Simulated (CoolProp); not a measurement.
Vapour-liquid equilibrium of hexamethyldisiloxane (MM) (1) + toluene (2) at 0.76 MPa; x and y are mole fractions of (1).

Model: multi-fluid Helmholtz-energy mixture model, Thol 2016 and Lemmon 2006; pair parameters Bell 2016, in CoolProp.

```tsv
x	bubble temperature, mixture model (K)	bubble temperature, Raoult's law (K)	y, mixture model	y, Raoult's law
0.05	472.9	473.2	0.064	0.061
0.2	470.0	471.4	0.240	0.235
0.35	467.6	469.6	0.398	0.398
0.5	465.6	467.8	0.542	0.552
0.65	464.1	466.1	0.678	0.696
0.8	463.0	464.4	0.812	0.831
0.95	462.4	462.8	0.951	0.959
```

The largest gap from Raoult's law is -2.2 K in bubble temperature, at x = 0.5. No azeotrope shows between x = 0.05 and 0.95.

The pair parameters rest on a limited set of measurements; away from them the model extrapolates.
